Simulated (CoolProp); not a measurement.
Hydrogen sulfide at 298.15 K and 1.56 MPa is throttled through a valve to 0.921 MPa with no heat exchange. Each further row changes one setting.

Values from CoolProp's reference Helmholtz-energy equation of state, Lemmon 2006. It is a short technical equation, of lower accuracy than the large ones.

```
case                       temperature change (K)  final density (kg/m³)
-------------------------  ----------------------  ---------------------
as stated                                   -11.9                   14.4
outlet pressure 0.276 MPa                   -25.0                   4.26
outlet pressure 1.2 MPa                      -6.6                   18.9
```
